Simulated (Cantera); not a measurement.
An adiabatic, constant-volume homogeneous reactor starts with CO : H2 : O2 : N2 = 1 : 0.062 : 1.44 : 6.03 (molar parts), at 1775 K and 0.750 atm. Integrator tolerance rtol = 1e-08.

Model: GRI-Mech 3.0 (53 species, 325 reactions), integrated in Cantera.

Q: What does this change do: initial temperature 1775 to 1500 K?

A: 
```json
[
 {"quantity": "time of steepest temperature rise", "before": "0.103 ms", "after": "0.172 ms"},
 {"quantity": "temperature at 10.0 s", "before": "2607 K", "after": "2482 K"},
 {"quantity": "equilibrium temperature", "before": "2607 K", "after": "2482 K"},
 {"quantity": "x(CO) at 10.0 s", "before": "0.0196 (gas-phase equilibrium 0.0196)", "after": "0.0106 (gas-phase equilibrium 0.0106)"},
 {"quantity": "x(H2) at 10.0 s", "before": "0.000155 (gas-phase equilibrium 0.000155)", "after": "9.35e-5 (gas-phase equilibrium 9.35e-5)"},
 {"quantity": "x(O2) at 10.0 s", "before": "0.108 (gas-phase equilibrium 0.108)", "after": "0.108 (gas-phase equilibrium 0.108)"},
 {"quantity": "x(H2O) at 10.0 s", "before": "0.00531 (gas-phase equilibrium 0.00531)", "after": "0.00612 (gas-phase equilibrium 0.00612)"},
 {"quantity": "x(CO2) at 10.0 s", "before": "0.104 (gas-phase equilibrium 0.104)", "after": "0.113 (gas-phase equilibrium 0.113)"}
]
```

Q: What does this change do: initial temperature 1775 to 1400 K?

A: 
```json
[
 {"quantity": "time of steepest temperature rise", "before": "0.103 ms", "after": "0.214 ms"},
 {"quantity": "temperature at 10.0 s", "before": "2607 K", "after": "2429 K"},
 {"quantity": "equilibrium temperature", "before": "2607 K", "after": "2429 K"},
 {"quantity": "x(CO) at 10.0 s", "before": "0.0196 (gas-phase equilibrium 0.0196)", "after": "0.00799 (gas-phase equilibrium 0.00799)"},
 {"quantity": "x(H2) at 10.0 s", "before": "0.000155 (gas-phase equilibrium 0.000155)", "after": "7.33e-5 (gas-phase equilibrium 7.33e-5)"},
 {"quantity": "x(O2) at 10.0 s", "before": "0.108 (gas-phase equilibrium 0.108)", "after": "0.108 (gas-phase equilibrium 0.108)"},
 {"quantity": "x(H2O) at 10.0 s", "before": "0.00531 (gas-phase equilibrium 0.00531)", "after": "0.00639 (gas-phase equilibrium 0.00639)"},
 {"quantity": "x(CO2) at 10.0 s", "before": "0.104 (gas-phase equilibrium 0.104)", "after": "0.116 (gas-phase equilibrium 0.116)"}
]
```
